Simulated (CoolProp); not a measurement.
A simple Rankine cycle with ammonia: condensing at 308.15 K, boiler at 9.52 MPa, turbine inlet 435.6 K, turbine efficiency 0.9, pump efficiency 0.7, no recuperator. Each further row changes one setting.

Values from CoolProp's reference Helmholtz-energy equation of state, Gao 2020.

| case | thermal efficiency (%) | net work (kJ/kg) | heat in (kJ/kg) | turbine exit temperature (K) | volume ratio over the turbine |
|---|---|---|---|---|---|
| as stated | 16.8 | 209 | 1240 | 308.1 | 5.50 |
| turbine inlet 455.6 K | 17.5 | 232 | 1320 | 308.1 | 5.17 |
| condensing temperature 300.15 K | 18.2 | 233 | 1280 | 300.1 | ? |
| boiler pressure 6.66 MPa | ? | 200 | 1330 | 310.0 | ? |
| turbine efficiency 0.8 | 14.8 | 183 | 1240 | 308.1 | 5.63 |

**Question.** Complete the blanks.

**Answer.** 
- condensing temperature 300.15 K, volume ratio over the turbine: 6.82
- boiler pressure 6.66 MPa, thermal efficiency (%): 15.0
- boiler pressure 6.66 MPa, volume ratio over the turbine: 3.72

The expansion ends wet for: as stated; turbine inlet 455.6 K; condensing temperature 300.15 K; turbine efficiency 0.8.
